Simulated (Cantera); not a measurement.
**Adiabatic ignition**

An adiabatic, constant-volume homogeneous reactor starts with CH4 : O2 : N2 = 1 : 2.02 : 7.6 (molar parts), equivalence ratio 0.99, at 1550 K and 12.0 bar.

Computed with Cantera and GRI-Mech 3.0 (53 species, 325 reactions). The pressure lies above the range GRI-Mech 3.0 was tuned for (to about 10 atm). Above 3000 K some thermodynamic fits are extrapolated.

```json
[
 {"t (s)": "3.00e-6", "T (K)": "1550", "P (bar)": "12.0", "x CH4": "0.0941", "x O2": "0.190", "x HCO": "2.83e-11", "x C2H6": "4.94e-8", "x CH2": "7.16e-12", "x OH": "6.17e-8"},
 {"t (s)": "9.34e-6", "T (K)": "1550", "P (bar)": "12.0", "x CH4": "0.0941", "x O2": "0.190", "x HCO": "6.78e-10", "x C2H6": "3.23e-6", "x CH2": "1.47e-10", "x OH": "2.51e-7"},
 {"t (s)": "2.91e-5", "T (K)": "1553", "P (bar)": "12.0", "x CH4": "0.0933", "x O2": "0.190", "x HCO": "1.85e-8", "x C2H6": "0.000136", "x CH2": "1.64e-9", "x OH": "9.51e-7"},
 {"t (s)": "9.06e-5", "T (K)": "1751", "P (bar)": "13.7", "x CH4": "0.0656", "x O2": "0.166", "x HCO": "7.58e-6", "x C2H6": "0.00201", "x CH2": "8.93e-7", "x OH": "7.25e-5"},
 {"t (s)": "0.000282", "T (K)": "3132", "P (bar)": "25.3", "x CH4": "<1e-12", "x O2": "0.0168", "x HCO": "4.05e-7", "x C2H6": "<1e-12", "x CH2": "1.20e-12", "x OH": "0.0204"},
 {"t (s)": "0.000878", "T (K)": "3132", "P (bar)": "25.3", "x CH4": "<1e-12", "x O2": "0.0168", "x HCO": "4.05e-7", "x C2H6": "<1e-12", "x CH2": "1.20e-12", "x OH": "0.0204"},
 {"t (s)": "0.00273", "T (K)": "3132", "P (bar)": "25.3", "x CH4": "<1e-12", "x O2": "0.0168", "x HCO": "4.05e-7", "x C2H6": "<1e-12", "x CH2": "1.20e-12", "x OH": "0.0204"},
 {"t (s)": "0.00851", "T (K)": "3132", "P (bar)": "25.3", "x CH4": "<1e-12", "x O2": "0.0168", "x HCO": "4.05e-7", "x C2H6": "<1e-12", "x CH2": "1.20e-12", "x OH": "0.0204"},
 {"t (s)": "0.0265", "T (K)": "3132", "P (bar)": "25.3", "x CH4": "<1e-12", "x O2": "0.0168", "x HCO": "4.05e-7", "x C2H6": "<1e-12", "x CH2": "1.20e-12", "x OH": "0.0204"},
 {"t (s)": "0.0825", "T (K)": "3132", "P (bar)": "25.3", "x CH4": "<1e-12", "x O2": "0.0168", "x HCO": "4.05e-7", "x C2H6": "<1e-12", "x CH2": "1.20e-12", "x OH": "0.0204"},
 {"t (s)": "0.257", "T (K)": "3132", "P (bar)": "25.3", "x CH4": "<1e-12", "x O2": "0.0168", "x HCO": "4.05e-7", "x C2H6": "<1e-12", "x CH2": "1.20e-12", "x OH": "0.0204"},
 {"t (s)": "0.800", "T (K)": "3132", "P (bar)": "25.3", "x CH4": "<1e-12", "x O2": "0.0168", "x HCO": "4.05e-7", "x C2H6": "<1e-12", "x CH2": "1.20e-12", "x OH": "0.0204"}
]
```
x: mole fraction; the columns are a selection and need not sum to one.

```
Quantity                                                             Value
---------------------------------  ---------------------------------------
time of steepest temperature rise                                  94.3 µs
temperature at 0.800 s                                              3132 K
equilibrium temperature                                             3132 K
x(CH4) at 0.800 s                    <1e-12 (gas-phase equilibrium <1e-12)
x(O2) at 0.800 s                     0.0168 (gas-phase equilibrium 0.0168)
x(HCO) at 0.800 s                  4.05e-7 (gas-phase equilibrium 4.05e-7)
```
